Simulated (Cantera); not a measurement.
Charge: 1 mol Si2H6, 0.19 mol N2O, equilibrated at 480 Pa.

These are equilibrium values from Cantera (NASA tables, ideal gas, pure condensed phases), not measurements of a reactor. Candidate condensed phases: H2O, Si, SiO2, Si2N2O, Si3N4; 35 gas species. The feed counts by its element totals alone. Mutual solubility and eutectic melting of coexisting phases are not modelled. Gases not in the tables: Si2H6 and higher silanes. Equilibrium is a limit: real reactors are often held back by kinetics, nucleation or transport.

Question: Which condensed phases are stable at each of these points (T (K)): 1398, 1448, 1498, 1548, 1598, 1648, 1698, 1748, 1798?

Answer: 
```csv
T (K),condensed phases,Si condensed (%)
1398,Si(s) + Si2N2O(s),100.0
1448,Si(s) + Si2N2O(s),99.9
1498,Si(s) + Si2N2O(s),99.8
1548,Si(s) + Si2N2O(s),99.4
1598,Si(s) + Si2N2O(s),98.5
1648,Si(s) + Si2N2O(s),95.9
1698,Si(l),90.5
1748,Si(l),90.4
1798,Si(l),90.4
```

From 1398 K to 1648 K the condensed part is Si(s) + Si2N2O(s). From 1698 K to 1798 K the condensed part is Si(l).
